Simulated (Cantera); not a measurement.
Thermodynamics of silicon epitaxy and polysilicon growth, feed SiCl₄ + Cl₂ + H₂

Charge: 1 mol SiCl₄, 0.011 mol Cl₂, 970 mol H₂, at 100000 Pa.

These are equilibrium values from Cantera (NASA tables, ideal gas, pure condensed phases), not measurements of a reactor. Candidate condensed phases: Si; 19 gas species. The numbers say what is thermodynamically allowed, not how fast it happens.

```csv
T (°C),x H₂,x HCl,x SiHCl₃,x SiCl₄,x SiH₂Cl₂,x SiCl₂,x SiH₃Cl,x SiCl₃,n Si(s)
527,0.998,0.000692,0.000549,0.000421,5.78e-5,3.82e-8,1.40e-6,3.81e-7,0
627,0.998,0.00102,0.000623,0.000225,0.000164,1.43e-6,1.05e-5,2.60e-6,0.00294
727,0.997,0.00224,0.000373,0.000119,0.000126,8.59e-6,1.09e-5,6.50e-6,0.374
827,0.996,0.00343,0.000128,2.98e-5,6.59e-5,2.40e-5,8.98e-6,7.17e-6,0.743
927,0.996,0.00390,2.72e-5,3.91e-6,2.47e-5,3.61e-5,6.15e-6,4.01e-6,0.900
1027,0.996,0.00400,5.72e-6,5.05e-7,9.15e-6,4.29e-5,4.11e-6,1.91e-6,0.937
1127,0.996,0.00402,1.43e-6,8.19e-8,3.78e-6,4.80e-5,2.87e-6,9.62e-7,0.943
```
x: gas mole fraction; n: condensed amount in mol.

At 527 °C nothing is condensed. From 627 °C to 1127 °C the condensed part is Si(s). The main Si-bearing gas is SiHCl₃ at 527 °C and SiCl₂ at 1127 °C. The share of Si in condensed phases is highest at 1127 °C (94.3 %) and lowest at 527 °C (0.0 %).
